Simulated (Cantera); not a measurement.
**Hydrocarbon pyrolysis for carbon deposition**

A perfectly stirred reactor is fed with 3.10 % C2H6, 96.2 % N2, 0.683 % H2O, at 420 Pa; it is held at 1250 K, and followed from long to short residence time.

Computed with Cantera and GRI-Mech 3.0 (53 species, 325 reactions). GRI-Mech 3.0 stops at C3 and has no aromatics, soot or wall deposition, so with more carbon than oxygen in the feed, carbon stays in small species such as C2H2 where larger ones or solid carbon would form. Radical loss at walls, strong at low pressure, is not modelled.

```
τ (s)      x C2H6     x C2H     x CH2      x H2    x C2H4      x H
-------  --------  --------  --------  --------  --------  -------
8.6      0.000877   3.06e-9   2.65e-8    0.0396   0.00488  2.15e-5
1.9       0.00327   2.64e-9   6.42e-8    0.0295    0.0107  2.37e-5
0.42       0.0113   1.11e-9   1.26e-7    0.0169    0.0129  2.12e-5
0.092      0.0242  1.41e-10   1.25e-7   0.00540   0.00549  1.45e-5
0.020      0.0301  2.00e-12   3.49e-8  0.000696  0.000732  6.74e-6
0.0045     0.0310    <1e-12   2.08e-9   2.61e-5   2.73e-5  1.09e-6
0.00099    0.0310    <1e-12  4.64e-11   2.93e-7   3.46e-7  5.55e-8
0.00022    0.0310    <1e-12    <1e-12   2.41e-9   4.15e-9  2.05e-9
```
x: mole fraction; the columns are a selection and need not sum to one.
